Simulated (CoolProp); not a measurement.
Properties of the fluoroketone C6F12O (FK-5-1-12) along the isobar 15.9 bar.

Values from CoolProp's reference Helmholtz-energy equation of state, McLinden 2015.

| T (K) | phase | density (kg/m³) | cp (kJ/(kg K)) | isothermal compressibility (1/MPa) | expansivity (1/kK) |
|---|---|---|---|---|---|
| 414.3 | liquid | 1146 | 1.329 | 0.04049 | 6.084 |
| 425 | liquid | 1058 | 1.458 | 0.08295 | 9.543 |
| 435.8 | gas | 264.2 | 1.638 | 1.968 | 26.55 |
| 446.5 | gas | 219.2 | 1.291 | 1.249 | 12.53 |
| 457.2 | gas | 196.1 | 1.206 | 1.046 | 8.794 |
| 467.9 | gas | 180.4 | 1.170 | 0.9432 | 6.953 |
| 478.6 | gas | 168.6 | 1.153 | 0.8790 | 5.830 |
| 489.3 | gas | 159.1 | 1.145 | 0.8346 | 5.064 |
| 500 | gas | 151.2 | 1.142 | 0.8018 | 4.504 |
